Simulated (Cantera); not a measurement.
A freely propagating, adiabatic, planar premixed flame of 35.1 % H2, 13.5 % O2, 51.3 % N2, equivalence ratio 1.3, unburnt at 600 K and 9.87 atm; mixture-averaged transport, grid criteria slope 0.08 and curve 0.16, no radiation.

Computed with Cantera and the H2/O2 subset of GRI-Mech 3.0, which has no nitrogen chemistry. The hydrogen kinetics of GRI-Mech 3.0 are dated; newer H2 mechanisms differ, most at raised pressure. Burning velocities carry a grid error of a few per cent, more on coarse grids.

x: mole fraction of selected species; z is measured from the peak of heat release.

```csv
z (mm),T (K),u (m/s),x H2,x O2,x H2O2,x OH,x O,x H
-0.0718,600,7.90,0.351,0.135,<1e-8,<1e-8,<1e-8,<1e-8
-0.0479,600,7.90,0.351,0.135,<1e-8,<1e-8,<1e-8,<1e-8
-0.0359,600,7.90,0.351,0.135,<1e-8,<1e-8,<1e-8,<1e-8
-0.0239,601,7.90,0.350,0.136,8.51e-8,<1e-8,6.05e-8,<1e-8
-0.0120,[?],8.53,0.332,0.137,2.46e-5,5.76e-5,1.35e-5,6.41e-5
-0.00599,[?],12.2,0.285,0.128,0.000111,0.00126,0.000373,0.00325
0,[?],17.6,0.207,0.0923,3.13e-5,0.00361,0.00255,0.0178
0.00599,[?],21.4,0.139,0.0471,5.37e-6,0.00785,0.00450,0.0329
0.0120,[?],23.4,0.107,0.0221,3.40e-6,0.0113,0.00463,0.0376
0.0239,2160,25.3,0.0911,0.00763,1.94e-6,0.0134,0.00373,0.0331
0.0479,2308,26.8,0.0891,0.00350,1.18e-6,0.0122,0.00223,0.0233
0.0958,2422,27.9,0.0888,0.00172,7.44e-7,0.00941,0.00107,0.0149
0.192,2498,28.6,0.0886,0.000740,4.18e-7,0.00650,0.000447,0.00918
```

Q: Fill in the missing entries.

A: 
- -0.0120, T (K): 664
- -0.00599, T (K): 986
- 0, T (K): 1462
- 0.00599, T (K): 1800
- 0.0120, T (K): 1984
